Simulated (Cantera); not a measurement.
## Thermodynamics of nitride etching, feed Si₃N₄ + HCl + H₂

Input: 1 mol Si₃N₄, 1.3 mol HCl, 1.5 mol H₂, equilibrated at 8.00e-5 bar.

Equilibrium computed with Cantera from the NASA thermochemical tables; the gas is ideal and each condensed phase is pure. Candidate condensed phases: NH₄Cl, Si, Si₃N₄; 28 gas species. Mutual solubility and eutectic melting of coexisting phases are not modelled. The tables' values for SiCl, SiCl₃, SiN are old estimates; treat these amounts as uncertain. Gases not in the tables: Si₂H₆ and higher silanes. Equilibrium is a limit: real reactors are often held back by kinetics, nucleation or transport.

From 1325 K to 1375 K the condensed part is Si₃N₄(s). From 1425 K to 1475 K the condensed part is Si(s) + Si₃N₄(s). From 1525 K to 1675 K the condensed part is Si(s). From 1725 K to 1925 K the condensed part is Si(l). The main Si-bearing gas is SiCl₂ at 1325 K and Si at 1925 K. The share of Si in condensed phases is highest at 1325 K (90.7 %) and lowest at 1925 K (37.6 %).

| T (K) | x H₂ | x N₂ | x HCl | x Si | x SiCl₂ | x H | x SiCl | x Cl | n Si₃N₄(s) | n Si(s) | n Si(l) |
|---|---|---|---|---|---|---|---|---|---|---|---|
| 1325 | 0.598 | 0.0625 | 0.245 | 3.89e-7 | 0.0911 | 0.000141 | 4.35e-6 | 4.86e-5 | 0.907 | 0 | 0 |
| 1375 | 0.612 | 0.0776 | 0.194 | 3.31e-6 | 0.115 | 0.000300 | 1.71e-5 | 7.88e-5 | 0.882 | 0 | 0 |
| 1425 | 0.594 | 0.125 | 0.156 | 2.01e-5 | 0.124 | 0.000588 | 5.21e-5 | 0.000126 | 0.800 | 0.201 | 0 |
| 1475 | 0.435 | 0.359 | 0.113 | 7.19e-5 | 0.0916 | 0.000956 | 9.94e-5 | 0.000200 | 0.215 | 1.95 | 0 |
| 1525 | 0.396 | 0.416 | 0.101 | 0.000236 | 0.0841 | 0.00166 | 0.000200 | 0.000340 | 0 | 2.59 | 0 |
| 1575 | 0.396 | 0.416 | 0.0994 | 0.000718 | 0.0846 | 0.00292 | 0.000403 | 0.000583 | 0 | 2.59 | 0 |
| 1625 | 0.394 | 0.414 | 0.0977 | 0.00204 | 0.0848 | 0.00495 | 0.000774 | 0.000966 | 0 | 2.58 | 0 |
| 1675 | 0.391 | 0.412 | 0.0957 | 0.00542 | 0.0844 | 0.00812 | 0.00142 | 0.00155 | 0 | 2.56 | 0 |
| 1725 | 0.384 | 0.408 | 0.0956 | 0.0127 | 0.0821 | 0.0129 | 0.00241 | 0.00248 | 0 | 0 | 2.52 |
| 1775 | 0.372 | 0.399 | 0.0953 | 0.0274 | 0.0782 | 0.0197 | 0.00386 | 0.00388 | 0 | 0 | 2.45 |
| 1825 | 0.352 | 0.384 | 0.0925 | 0.0568 | 0.0726 | 0.0292 | 0.00593 | 0.00586 | 0 | 0 | 2.29 |
| 1875 | 0.319 | 0.356 | 0.0858 | 0.113 | 0.0644 | 0.0414 | 0.00868 | 0.00842 | 0 | 0 | 1.93 |
| 1925 | 0.267 | 0.308 | 0.0729 | 0.218 | 0.0522 | 0.0552 | 0.0119 | 0.0113 | 0 | 0 | 1.13 |
x: gas mole fraction; n: condensed amount in mol.
